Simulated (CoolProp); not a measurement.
The numbers come from the reference Helmholtz-energy equation of state, Lemmon 2006 in CoolProp. It is a short technical equation, of lower accuracy than the large ones.

Task: For R142b, give the phase and the cp (kJ/(kg K)), cv (kJ/(kg K)), isothermal compressibility (1/MPa), expansivity (1/kK) at 196.85 °C and 2030 kPa; 196.85 °C and 6080 kPa.

Result: 
- 196.85 °C and 2030 kPa: gas; cp 1.17, cv 1.02, isothermal compressibility 0.561, expansivity 3.21
- 196.85 °C and 6080 kPa: supercritical; cp 1.71, cv 1.09, isothermal compressibility 0.281, expansivity 9.80
